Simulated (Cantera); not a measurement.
Transport properties of process gases

Gas mixture: NO : N2O : CO2 = 0.21 : 0.2 : 0.093 (molar parts), at 1.95 Torr, frozen composition.

Cantera's kinetic-theory transport with the Lennard-Jones parameters of GRI-Mech 3.0, ideal gas; thermal conductivity in the multicomponent form. The composition is frozen, though it would react at the higher temperatures.

| T (K) | ρ (kg/m³) | cp (J/kg/K) | μ (µPa s) | λ (mW/m/K) | Pr | D (cm²/s) C2H2 | D (cm²/s) N2 | D (cm²/s) CH4 |
|---|---|---|---|---|---|---|---|---|
| 400 | 0.00298 | 972.7 | 20.8 | 28.0 | 0.723 | 91.1 | 113 | 125 |
| 550 | 0.00217 | 1053 | 26.8 | 38.9 | 0.727 | 162 | 198 | 219 |
| 700 | 0.00170 | 1118 | 32.1 | 49.3 | 0.729 | 247 | 299 | 332 |
| 850 | 0.00140 | 1170 | 36.9 | 59.3 | 0.729 | 346 | 415 | 463 |
| 1000 | 0.00119 | 1210 | 41.4 | 68.7 | 0.729 | 457 | 546 | 610 |
| 1150 | 0.00104 | 1238 | 45.5 | 77.4 | 0.729 | 580 | 690 | 772 |
D: mixture-averaged diffusion coefficient of that species in the mixture.
